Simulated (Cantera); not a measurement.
A perfectly stirred reactor is fed with H2 : O2 : N2 = 12 : 1 : 3.9 (molar parts), equivalence ratio 6.0, at 0.132 atm; it is held at 1175 K, and followed from long to short residence time.

Detailed kinetics in Cantera: GRI-Mech 3.0 (53 species, 325 reactions). The temperature is held fixed by assumption; the heat of reaction is taken as removed at once.

x: mole fraction; the columns are a selection and need not sum to one.

```
τ (s)    x H2      x O2     x N2O       x O      x OH   x NO2      x H
------  -----  --------  --------  --------  --------  ------  -------
1.3     0.626   6.47e-5    <1e-12   1.27e-7   4.60e-6  <1e-12  0.00326
0.65    0.625   9.20e-5  1.33e-12   2.54e-7   6.50e-6  <1e-12  0.00458
0.33    0.624       ___  1.87e-12       ___       ___  <1e-12      ___
0.17    0.622  0.000183  2.62e-12   9.68e-7   1.27e-5  <1e-12  0.00878
0.085   0.619  0.000263  3.74e-12   1.93e-6   1.79e-5  <1e-12   0.0122
0.043   0.616  0.000377  5.33e-12   3.81e-6   2.51e-5  <1e-12   0.0167
0.022   0.611       ___  7.60e-12       ___       ___  <1e-12      ___
0.011   0.605  0.000799  1.10e-11   1.47e-5   4.90e-5  <1e-12   0.0304
0.0055  0.598   0.00120  1.62e-11   2.91e-5   6.89e-5  <1e-12   0.0401
0.0028  0.590   0.00183  2.39e-11   5.62e-5   9.58e-5  <1e-12   0.0510
0.0014  0.582   0.00291  3.62e-11  0.000109  0.000135  <1e-12   0.0626
```

Q: Some entries are withheld; supply them.

A: 
- 0.33, x O2: 0.000130
- 0.33, x O: 4.99e-7
- 0.33, x OH: 9.12e-6
- 0.33, x H: 0.00638
- 0.022, x O2: 0.000542
- 0.022, x O: 7.41e-6
- 0.022, x OH: 3.49e-5
- 0.022, x H: 0.0226
